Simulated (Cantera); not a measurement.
A perfectly stirred reactor is fed with C₂H₄ : H₂ = 1 : 3.6 (molar parts), at 55000 Pa; it is held at 1773 K, and followed from long to short residence time.

Model: GRI-Mech 3.0 (53 species, 325 reactions), integrated in Cantera. GRI-Mech 3.0 was tuned for natural gas; its chemistry of ethylene as a main component is partial and can be far from experiment. GRI-Mech 3.0 stops at C3 and has no aromatics, soot or wall deposition, so with more carbon than oxygen in the feed, carbon stays in small species such as C2H2 where larger ones or solid carbon would form.

Question: What does this change do: temperature 1773 to 1800 K?

Answer: 
```csv
quantity,before,after
x(C₂H₄) at τ = 3.70 s,0.00218,0.00182
x(H₂) at τ = 3.70 s,0.813,0.814
x(H) at τ = 3.70 s,0.000348,0.000439
x(CH₃) at τ = 3.70 s,0.000101,0.000104
x(C₂H₆) at τ = 3.70 s,1.42e-6,1.03e-6
x(C₂H₄) at τ = 11.0 ms,0.00875,0.00658
x(H₂) at τ = 11.0 ms,0.818,0.819
x(H) at τ = 11.0 ms,0.000232,0.000297
x(CH₃) at τ = 11.0 ms,1.11e-5,1.32e-5
x(C₂H₆) at τ = 11.0 ms,2.00e-6,1.30e-6
```

Question: What does this change do: pressure from 55000 Pa to 6800 Pa?

Answer: 
```csv
quantity,before,after
x(C₂H₄) at τ = 3.70 s,0.00218,0.000316
x(H₂) at τ = 3.70 s,0.813,0.820
x(H) at τ = 3.70 s,0.000348,0.000960
x(CH₃) at τ = 3.70 s,0.000101,2.95e-5
x(C₂H₆) at τ = 3.70 s,1.42e-6,1.94e-8
x(C₂H₄) at τ = 11.0 ms,0.00875,0.0473
x(H₂) at τ = 11.0 ms,0.818,0.813
x(H) at τ = 11.0 ms,0.000232,0.000111
x(CH₃) at τ = 11.0 ms,1.11e-5,3.62e-7
x(C₂H₆) at τ = 11.0 ms,2.00e-6,4.42e-7
```
